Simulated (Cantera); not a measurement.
Mixture: CH4 : O2 : N2 : H2O = 1 : 2.94 : 11.1 : 0.57 (molar parts), equivalence ratio 0.68, at 1.01 bar, adiabatic and at constant volume. Ignition delay is the time to a rise of 400 K.

Computed with Cantera and GRI-Mech 3.0 (53 species, 325 reactions).

### Question
What does this change do: pressure from 1.01 bar to 20.0 bar?

### Answer
```tsv
quantity	before	after
delay at 1050 K	0.387 s	15.6 ms
delay at 1250 K	19.5 ms	1.03 ms
delay at 1450 K	1.74 ms	0.135 ms
delay at 1650 K	0.282 ms	24.7 µs
apparent activation energy between 1550 and 1750 K	170 kJ/mol	180 kJ/mol
```
The pressure lies above the range GRI-Mech 3.0 was tuned for (to about 10 atm).
